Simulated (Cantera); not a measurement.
Moist CO burnout

An isothermal, constant-pressure homogeneous reactor starts with CO : O₂ : H₂O : N₂ = 0.012 : 0.018 : 0.00044 : 1 (molar parts), at 1473 K and 43000 Pa.

Detailed kinetics in Cantera: GRI-Mech 3.0 (53 species, 325 reactions).

```tsv
t (s)	x CO	x O₂	x H₂O	x NO₂	x O	x OH	x NO
2.00e-6	0.0116	0.0175	0.000427	<1e-12	2.89e-10	<1e-12	<1e-12
8.12e-6	0.0116	0.0175	0.000427	<1e-12	1.17e-9	4.13e-12	<1e-12
3.30e-5	0.0116	0.0175	0.000427	<1e-12	4.75e-9	2.92e-11	<1e-12
0.000134	0.0116	0.0175	0.000427	<1e-12	1.93e-8	3.07e-10	<1e-12
0.000543	0.0116	0.0175	0.000427	<1e-12	8.50e-8	4.35e-9	<1e-12
0.00220	0.0116	0.0175	0.000427	<1e-12	1.28e-6	1.45e-7	3.67e-12
0.00894	0.00885	0.0152	0.000257	1.58e-10	0.00183	9.24e-5	2.18e-7
0.0363	0.00131	0.0120	0.000322	5.63e-9	0.000810	8.65e-5	7.72e-6
0.147	0.000113	0.0117	0.000413	1.77e-8	6.35e-5	2.73e-5	9.52e-6
0.598	9.07e-6	0.0117	0.000425	2.33e-8	5.74e-6	8.46e-6	9.88e-6
2.43	1.15e-6	0.0117	0.000428	1.24e-8	8.83e-7	3.34e-6	9.93e-6
9.85	5.43e-7	0.0117	0.000428	8.98e-9	4.67e-7	2.43e-6	9.95e-6
40.0	5.38e-7	0.0117	0.000428	9.02e-9	4.63e-7	2.43e-6	1.00e-5
```
x: mole fraction; the columns are a selection and need not sum to one.

Equilibrium at this temperature and pressure: CO 5.42e-7, O₂ 0.0116, H₂O 0.000428, NO₂ 2.51e-7, O 4.61e-7, OH 2.42e-6, NO 0.000281 (gas phase only).
